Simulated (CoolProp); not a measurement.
Vapour-liquid equilibrium of carbon dioxide (1) + carbonyl sulfide (2) at -23.75 °C; x and y are mole fractions of (1).

Computed with CoolProp (multi-fluid Helmholtz-energy mixture model, Span 1996 and Lemmon 2006; pair parameters Bell 2016).

```tsv
x	bubble pressure, mixture model (MPa)	bubble pressure, Raoult's law (MPa)	y, mixture model	y, Raoult's law
0.05	0.4304	0.3712	(withheld)	0.236
0.2	0.7535	0.5892	0.645	0.595
0.35	0.9941	0.8071	0.758	0.760
0.5	1.185	1.025	(withheld)	0.854
0.65	1.353	1.243	0.873	0.916
0.8	1.517	1.461	(withheld)	0.959
0.95	(withheld)	1.679	(withheld)	0.991
```

Problem. Complete the blanks.

Solution. 
- 0.05, y, mixture model: 0.322
- 0.5, y, mixture model: 0.823
- 0.8, y, mixture model: 0.922
- 0.95, bubble pressure, mixture model (MPa): 1.690
- 0.95, y, mixture model: 0.978

The largest gap from Raoult's law is +27.9 % in bubble pressure, at x = 0.2. No azeotrope shows between x = 0.05 and 0.95.

The pair parameters rest on a limited set of measurements; away from them the model extrapolates.
